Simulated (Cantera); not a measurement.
A Cantera script and what it prints.

```python
import numpy as np
import cantera as ct

gas_names = """
    B BH BH2 BH3 BN BO BO2 B2 B2O B2O2 B2O3 B3O3H3 H HBO HBO2 HNO HNO2 HNO3 HO2 H2 H2O H2O2 H3B3O6 N NH
    NH2 NH3 NH2OH NO NO2 NO3 N2 N2H2 N2H4 N2O O OH O2 O3
""".split()
cond_names = """
    B(b) B(L) BN(s) B2O3(L) B3O3H3(cr) H2O(s) H2O(L)
""".split()


# ... load() reads the species with a 1 bar reference pressure and builds the phases ...
atoms = {
    'B2H6': {'B': 2, 'H': 6},
    'H2O': {'H': 2, 'O': 1},
    'H2': {'H': 2},
    'NH3': {'N': 1, 'H': 3},
}
top_T = {'BN(s)': 3200}  # K; cautious upper limits of use, not melting points


# ... equilibrate(T, P, feed) seeds the gas with the atoms and calls Mixture.equilibrate('TP', solver="vcs", rtol=1e-11, max_steps=5000) ...
results = []
feed = {'B2H6': 1, 'H2O': 2.8, 'H2': 1.2, 'NH3': 0.1}  # mol
T = 2048  # K
for P in [10, 63, 400, 2500, 16000, 100000]:
    mix = equilibrate(T, P, feed)
    results.append((T, P, feed, dict(zip(mix.species_names, mix.species_moles))))
    x = sorted(zip(gas.X, gas.species_names), reverse=True)
    print(f"T = {T:g} K  P = {P:g} Pa  gas = {mix.phase_moles(0):.4g} mol")
    print("   x: " + "  ".join(f"{s} {v:.3e}" for v, s in x if v > 0.001))
    print("   condensed (mol): " + ("  ".join(f"{mix.phase(i).name} {mix.phase_moles(i):.4g}"
          for i in range(1, mix.n_phases) if mix.phase_moles(i) > 1e-12) or "none"))
```

Output:

```
T = 2048 K  P = 10 Pa  gas = 9.442 mol
   x: H2 6.257e-01  H 1.771e-01  BO 8.393e-02  HBO2 4.646e-02  B2O3 2.731e-02  HBO 2.137e-02  H2O 8.893e-03  N2 5.295e-03  B2O2 1.853e-03  BO2 1.728e-03
   condensed (mol): none
T = 2048 K  P = 63 Pa  gas = 8.778 mol
   x: H2 7.295e-01  H 7.620e-02  BO 5.475e-02  HBO2 4.483e-02  B2O3 3.996e-02  HBO 3.778e-02  N2 5.696e-03  H2O 5.658e-03  B2O2 4.968e-03
   condensed (mol): none
T = 2048 K  P = 400 Pa  gas = 8.455 mol
   x: H2 7.790e-01  HBO 5.173e-02  B2O3 4.813e-02  HBO2 4.211e-02  H 3.125e-02  BO 2.879e-02  B2O2 8.722e-03  N2 5.914e-03  H2O 4.145e-03
   condensed (mol): none
T = 2048 K  P = 2500 Pa  gas = 8.308 mol
   x: H2 8.006e-01  HBO 5.991e-02  B2O3 5.216e-02  HBO2 4.051e-02  BO 1.315e-02  H 1.267e-02  B2O2 1.138e-02  N2 6.019e-03  H2O 3.539e-03
   condensed (mol): none
T = 2048 K  P = 16000 Pa  gas = 8.244 mol
   x: H2 8.097e-01  HBO 6.383e-02  B2O3 5.395e-02  HBO2 3.977e-02  B2O2 1.278e-02  N2 6.065e-03  BO 5.509e-03  H 5.037e-03  H2O 3.297e-03
   condensed (mol): none
T = 2048 K  P = 100000 Pa  gas = 8.216 mol
   x: H2 8.134e-01  HBO 6.538e-02  B2O3 5.465e-02  HBO2 3.951e-02  B2O2 1.334e-02  N2 6.085e-03  H2O 3.214e-03  BO 2.252e-03  H 2.020e-03
   condensed (mol): none
```

Equilibrium computed with Cantera from the NASA thermochemical tables; the gas is ideal and each condensed phase is pure. The feed counts by its element totals alone. The tables' values for BH2 are old estimates; treat these amounts as uncertain.
